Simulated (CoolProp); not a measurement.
Vapour-liquid equilibrium of methanol (1) + ethanol (2) at 0.0365 MPa; x and y are mole fractions of (1).

Values from CoolProp's multi-fluid Helmholtz-energy mixture model, de Reuck 1993 and Schroeder 2014; pair parameters Bell 2016.

```tsv
x	bubble temperature (K)	y at the bubble point	dew temperature at overall composition x (K)	liquid density (mol/L)
0.05	326.8	0.090	327.2	16.76
0.2	324.3	0.315	325.6	17.67
0.35	322.1	0.496	323.8	18.65
0.5	320.0	0.648	322.0	19.72
0.65	318.0	0.777	320.0	20.88
0.8	316.1	0.886	317.7	22.17
0.95	314.3	0.975	314.9	23.58
```

No azeotrope shows between x = 0.05 and 0.95.

The pair parameters rest on a limited set of measurements; away from them the model extrapolates.
